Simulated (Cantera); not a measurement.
## Ignition delay

Mixture: CH₄ : C₂H₆ : C₃H₈ : O₂ : N₂ = 1 : 0.04 : 0.78 : 13.4 : 50.5 (molar parts), equivalence ratio 0.45, at 10.0 bar, adiabatic and at constant volume. Ignition delay is the time to a rise of 400 K.

Model: GRI-Mech 3.0 (53 species, 325 reactions), integrated in Cantera. GRI-Mech 3.0 was tuned for natural gas; its chemistry of propane as a main component is partial and can be far from experiment.

```json
[
 {"T0 (K)": "1000", "delay (ms)": "42.6"},
 {"T0 (K)": "1100", "delay (ms)": "7.42"},
 {"T0 (K)": "1200", "delay (ms)": "1.39"},
 {"T0 (K)": "1300", "delay (ms)": "0.285"},
 {"T0 (K)": "1400", "delay (ms)": "0.0710"},
 {"T0 (K)": "1500", "delay (ms)": "0.0225"},
 {"T0 (K)": "1600", "delay (ms)": "0.00900"}
]
```

```json
{
  "apparent activation energy between 1400 and 1600 K": "190 kJ/mol"
}
```
